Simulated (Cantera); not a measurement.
A closed system holds: 1 mol Si, 1.2 mol N2O, 8.6 mol N2, at 51000 Pa.

Cantera equilibrium calculation (NASA polynomials, part measured and part estimated; ideal gas, pure solids and liquids). Candidate condensed phases: Si, SiO2, Si2N2O, Si3N4; 16 gas species. Mutual solubility and eutectic melting of coexisting phases are not modelled. The tables hold silica as quartz up to 1696 K and as liquid above; real silica turns to tridymite and cristobalite and melts near 1996 K. Kinetics and transport are ignored. All values below are at 1923 K.

Base state: N2 0.965, SiO 0.0349 (mole fractions); condensed: SiO2(condensed) + Si2N2O(s).

Question: What changes in the equilibrium state with this change: Si replaced by Si3N4?

Answer: 
| species | before | after |
|---|---|---|
| N2 | 0.965 | 0.998 |
| SiO | 0.0349 | 0.00190 |
| SiO2(condensed), mol | 0.350 | 0 |
| Si2N2O(s), mol | 0.150 | 1.18 |
| Si3N4(s), mol | 0 | 0.206 |
